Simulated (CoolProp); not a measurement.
Vapour-liquid equilibrium of methane (1) + ethylene (2) at 1.79 bar; x and y are mole fractions of (1).

Computed with CoolProp (multi-fluid Helmholtz-energy mixture model, Setzmann 1991 and Smukala 2000; pair parameters Bell 2016).

```tsv
x	bubble temperature, mixture model (K)	bubble temperature, Raoult's law (K)	y, mixture model	y, Raoult's law
0.05	163.6	166.0	0.608	0.561
0.125	147.9	153.0	0.879	0.831
0.2	139.2	145.0	0.946	0.918
0.275	134.0	139.4	0.969	0.955
0.35	130.6	135.3	0.980	0.972
0.425	128.2	132.0	0.986	0.982
0.5	126.4	129.4	0.989	0.988
0.575	125.0	127.2	0.992	0.992
0.65	123.8	125.3	0.993	0.995
0.725	122.8	123.7	0.995	0.997
0.8	121.8	122.2	0.996	0.998
0.875	120.8	120.9	0.998	0.999
0.95	119.8	119.8	0.999	1.000
```

The largest gap from Raoult's law is -5.8 K in bubble temperature, at x = 0.2. No azeotrope shows between x = 0.05 and 0.95.

The pair parameters rest on a limited set of measurements; away from them the model extrapolates.
